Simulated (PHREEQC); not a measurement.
**Leach liquor: an equilibrium model**

Make-up at 65 °C: 0.004 mol/kgw H2SO4 and 0.00049 mol/kgw NiSO4. Closed to the air; pH follows from the charge balance.

Model: ion-association model, wateq4f.dat, run in PHREEQC.

Precipitation was switched off in this run.

Question: Predict the pH, ionic strength.

Answer: pH 2.28; ionic strength 0.00916 mol/kgw.

Question: In which forms is S present?

Answer: HSO4- 49 %, SO4-2 49 %, NiSO4 2.2 % of the S.

Away from 25 °C the constants follow the database's enthalpies or fits; those with neither stay at their 25 °C values.
